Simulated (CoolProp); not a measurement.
Aqueous ethylene glycol as a coolant, 24 % by mass, freezing at -10.3 °C, 1 atm.

Values from CoolProp's Melinder's fits for secondary coolants.

```
T (°C)  Prandtl number  conductivity (W/(m K))  density (kg/m³)  viscosity (mPa s)
------  --------------  ----------------------  ---------------  -----------------
-8.3              40.8                   0.459             1037               4.98
-4.5              34.7                   0.464             1036               4.27
-0.7              29.8                   0.468             1036               3.68
3.1               25.7                   0.472             1035               3.20
6.9               22.3                   0.476             1034               2.80
10.7              19.5                   0.480             1033               2.46
14.5              17.2                   0.484             1032               2.18
18.3              15.2                   0.488             1030               1.94
22.1              13.6                   0.492             1029               1.74
25.9              12.1                   0.496             1027               1.57
29.8              10.9                   0.500             1026               1.42
33.6              9.89                   0.504             1024               1.29
```
